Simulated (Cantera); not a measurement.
A Cantera script and its output.

```python
import numpy as np
import cantera as ct

surf = ct.Interface("diamond.yaml", "diamond_100")
gas, bulk = surf.adjacent["gas"], surf.adjacent["diamond"]
k = surf.kinetics_species_index(bulk.species_names[0])
cover = ["c6HH", "c6H*", "c6*H", "c6**", "c6HM", "c6B"]

rows, drift = [], 0.0
print(f"{'xH':>10s}{'um/h':>11s}" + "".join(f"{s:>11s}" for s in cover))
for v in [0.0001, 0.00021, 0.00044, 0.00092, 0.0019, 0.004, 0.0085, 0.018, 0.037]:
    T, P, xH, xCH3 = 1125, 9500, v, 0.0001
    gas.TPX = T, P, {"H": xH, "CH3": xCH3, "CH4": 0.0023, "H2": 1 - xH - xCH3 - 0.0023}
    surf.TP = bulk.TP = T, P
    surf.coverages = "c6H*:0.1, c6HH:0.9"
    surf.advance_coverages(100.0)
    before = surf.coverages
    surf.advance_coverages(100.0)
    drift = max(drift, np.max(np.abs(surf.coverages - before) / (surf.coverages + 1e-9)))
    rate = surf.net_production_rates[k] * bulk.mean_molecular_weight / bulk.density * 3.6e9
    rows.append([rate, *surf[cover].coverages])
    print(f"{v:10.4g}{rate:11.4e}" + "".join(f"{x:11.3e}" for x in rows[-1][1:]))
```

Output:

```
        xH       um/h       c6HH       c6H*       c6*H       c6**       c6HM        c6B
    0.0001 3.5399e-01  5.931e-01  2.394e-02  3.585e-01  5.141e-03  1.123e-02  9.606e-10
   0.00021 7.9574e-01  5.418e-01  2.677e-02  4.008e-01  9.033e-03  1.289e-02  2.159e-09
   0.00044 1.5926e+00  5.126e-01  2.835e-02  4.244e-01  1.314e-02  1.317e-02  4.322e-09
   0.00092 2.8162e+00  4.982e-01  2.923e-02  4.373e-01  1.648e-02  1.172e-02  7.642e-09
    0.0019 4.3056e+00  4.923e-01  2.976e-02  4.450e-01  1.869e-02  8.950e-03  1.168e-08
     0.004 5.7739e+00  4.906e-01  3.015e-02  4.501e-01  2.004e-02  5.802e-03  1.567e-08
    0.0085 6.8867e+00  4.904e-01  3.046e-02  4.532e-01  2.079e-02  3.286e-03  1.869e-08
     0.018 7.5726e+00  4.906e-01  3.077e-02  4.547e-01  2.121e-02  1.713e-03  2.055e-08
     0.037 7.9478e+00  4.907e-01  3.122e-02  4.552e-01  2.147e-02  8.764e-04  2.157e-08
```

Model: the Harris–Goodwin 1993 mechanism for the reconstructed diamond (100) surface, integrated in Cantera.
